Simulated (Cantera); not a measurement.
**Abatement and gas-phase synthesis: HCl + O₂ + H₂**

Feed: 1 mol HCl, 3.2 mol O₂, 0.9 mol H₂, held at 20.0 Pa.

Method: chemical equilibrium by Gibbs-energy minimisation in Cantera with the NASA 1993 tables (ideal gas, pure condensed phases). Candidate condensed phases: H₂O; 29 gas species. Ions and electrons are included (thermal ionisation). Kinetics and transport are ignored.

```json
[
 {"T (K)": "2000", "log p O": "-5.17", "log p O₂": "-3.99", "log p H": "-5.75", "log p H₂O": "-4.38", "log p Cl": "-4.67", "log p HCl": "-4.72", "log p OH": "-5.21", "log p H₂": "-5.92"},
 {"T (K)": "2250", "log p O": "-4.49", "log p O₂": "-4.12", "log p H": "-4.81", "log p H₂O": "-4.61", "log p Cl": "-4.60", "log p HCl": "-5.01", "log p OH": "-4.88", "log p H₂": "-5.36"},
 {"T (K)": "2500", "log p O": "-4.08", "log p O₂": "-4.49", "log p H": "-4.34", "log p H₂O": "-5.51", "log p Cl": "-4.65", "log p HCl": "-5.64", "log p OH": "-5.05", "log p H₂": "-5.49"},
 {"T (K)": "2750", "log p O": "-3.94", "log p O₂": "-5.17", "log p H": "-4.27", "log p H₂O": "-7.04", "log p Cl": "-4.69", "log p HCl": "-6.47", "log p OH": "-5.68", "log p H₂": "-6.21"},
 {"T (K)": "3000", "log p O": "-3.91", "log p O₂": "-5.92", "log p H": "-4.26", "log p H₂O": "-8.53", "log p Cl": "-4.71", "log p HCl": "-7.20", "log p OH": "-6.35", "log p H₂": "-6.92"},
 {"T (K)": "3250", "log p O": "-3.90", "log p O₂": "-6.60", "log p H": "-4.26", "log p H₂O": "-9.82", "log p Cl": "-4.71", "log p HCl": "-7.81", "log p OH": "-6.95", "log p H₂": "-7.54"},
 {"T (K)": "3500", "log p O": "-3.90", "log p O₂": "-7.19", "log p H": "-4.26", "log p H₂O": "-10.94", "log p Cl": "-4.71", "log p HCl": "-8.33", "log p OH": "-7.47", "log p H₂": "-8.06"},
 {"T (K)": "3750", "log p O": "-3.90", "log p O₂": "-7.70", "log p H": "-4.26", "log p H₂O": "-11.90", "log p Cl": "-4.71", "log p HCl": "-8.79", "log p OH": "-7.92", "log p H₂": "-8.52"},
 {"T (K)": "4000", "log p O": "-3.90", "log p O₂": "-8.15", "log p H": "-4.26", "log p H₂O": "-12.75", "log p Cl": "-4.71", "log p HCl": "-9.19", "log p OH": "-8.32", "log p H₂": "-8.93"},
 {"T (K)": "4250", "log p O": "-3.90", "log p O₂": "-8.54", "log p H": "-4.26", "log p H₂O": "-13.50", "log p Cl": "-4.71", "log p HCl": "-9.54", "log p OH": "-8.67", "log p H₂": "-9.28"},
 {"T (K)": "4500", "log p O": "-3.90", "log p O₂": "-8.90", "log p H": "-4.26", "log p H₂O": "-14.16", "log p Cl": "-4.71", "log p HCl": "-9.85", "log p OH": "-8.98", "log p H₂": "-9.60"},
 {"T (K)": "4750", "log p O": "-3.90", "log p O₂": "-9.21", "log p H": "-4.26", "log p H₂O": "-14.76", "log p Cl": "-4.71", "log p HCl": "-10.14", "log p OH": "-9.26", "log p H₂": "-9.88"},
 {"T (K)": "5000", "log p O": "-3.90", "log p O₂": "-9.49", "log p H": "-4.26", "log p H₂O": "-15.29", "log p Cl": "-4.71", "log p HCl": "-10.39", "log p OH": "-9.51", "log p H₂": "-10.14"}
]
```
log p: log10 of the partial pressure in bar; nothing condenses.

From 2000 K to 5000 K nothing is condensed.
